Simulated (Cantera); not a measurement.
Input: 1 mol CH3SiCl3, 0.0065 mol C2H4, 3.8 mol H2, equilibrated at 23.0 mbar.

These are equilibrium values from Cantera (NASA tables, ideal gas, pure condensed phases), not measurements of a reactor. Candidate condensed phases: C, C6H6, C7H8, C8H18, Si, SiC; 109 gas species. The feed counts by its element totals alone. The tables' values for SiCl, SiCl3 are old estimates; treat these amounts as uncertain. Gases not in the tables: Si2H6 and higher silanes. The numbers say what is thermodynamically allowed, not how fast it happens.

log p: log10 of the partial pressure in bar; n: condensed amount in mol.

```
T (°C)  log p H2  log p HCl  log p H  log p SiCl2  log p Cl  n C(graphite)  n SiC(s)
------  --------  ---------  -------  -----------  --------  -------------  --------
1677       -1.87      -2.06    -3.88        -3.19     -4.19          0.206     0.802
1727       -1.87      -2.07      [?]        -3.15       [?]          0.224     0.783
1777       -1.87      -2.08    -3.58        -3.11     -3.92          0.241     0.763
1827       -1.87      -2.09    -3.44        -3.08     -3.79          0.259     0.742
1877       -1.87      -2.10    -3.31        -3.06     -3.67          0.277     0.719
1927       -1.88      -2.11    -3.19        -3.03     -3.56          0.297     0.692
1977       -1.88      -2.13      [?]        -3.01       [?]          0.321     0.658
2027       -1.89      -2.14    -2.96        -3.00     -3.36          0.352     0.611
```

Question: Some entries are withheld; supply them.

Answer: 
- 1727, log p H: -3.72
- 1727, log p Cl: -4.05
- 1977, log p H: -3.07
- 1977, log p Cl: -3.46
